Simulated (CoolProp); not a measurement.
Properties of nitrogen along the isobar 37.1 bar.

Model: reference Helmholtz-energy equation of state, Span 2000, in CoolProp.

```json
[
 {"T (°C)": "-155.35", "phase": "liquid", "Z": "0.1824", "cp (kJ/(kg K))": "2.914", "speed of sound (m/s)": "429.4", "expansivity (1/kK)": "16.57", "viscosity (µPa s)": "47.9", "fugacity coefficient": "0.4767"},
 {"T (°C)": "-117.65", "phase": "supercritical", "Z": "0.7933", "cp (kJ/(kg K))": "[?]", "speed of sound (m/s)": "236.4", "expansivity (1/kK)": "13.26", "viscosity (µPa s)": "12.3", "fugacity coefficient": "0.8199"},
 {"T (°C)": "-80.05", "phase": "supercritical", "Z": "0.9131", "cp (kJ/(kg K))": "1.257", "speed of sound (m/s)": "279.3", "expansivity (1/kK)": "7.211", "viscosity (µPa s)": "13.7", "fugacity coefficient": "0.9146"},
 {"T (°C)": "-42.45", "phase": "supercritical", "Z": "[?]", "cp (kJ/(kg K))": "[?]", "speed of sound (m/s)": "311.8", "expansivity (1/kK)": "5.233", "viscosity (µPa s)": "15.4", "fugacity coefficient": "[?]"},
 {"T (°C)": "-4.75", "phase": "supercritical", "Z": "0.9850", "cp (kJ/(kg K))": "1.120", "speed of sound (m/s)": "339.4", "expansivity (1/kK)": "4.188", "viscosity (µPa s)": "17.1", "fugacity coefficient": "0.9831"},
 {"T (°C)": "32.85", "phase": "supercritical", "Z": "0.9980", "cp (kJ/(kg K))": "1.097", "speed of sound (m/s)": "[?]", "expansivity (1/kK)": "3.527", "viscosity (µPa s)": "18.7", "fugacity coefficient": "0.9965"},
 {"T (°C)": "70.45", "phase": "supercritical", "Z": "1.006", "cp (kJ/(kg K))": "1.084", "speed of sound (m/s)": "386.3", "expansivity (1/kK)": "3.063", "viscosity (µPa s)": "20.3", "fugacity coefficient": "1.004"},
 {"T (°C)": "108.15", "phase": "supercritical", "Z": "1.010", "cp (kJ/(kg K))": "1.076", "speed of sound (m/s)": "407.0", "expansivity (1/kK)": "2.714", "viscosity (µPa s)": "[?]", "fugacity coefficient": "1.009"}
]
```

Q: What belongs in the gaps?

A: 
- -117.65, cp (kJ/(kg K)): 1.604
- -42.45, Z: 0.9611
- -42.45, cp (kJ/(kg K)): 1.162
- -42.45, fugacity coefficient: 0.9593
- 32.85, speed of sound (m/s): 363.9
- 108.15, viscosity (µPa s): 21.8

Viscosity comes from a separate model (Lemmon 2004).
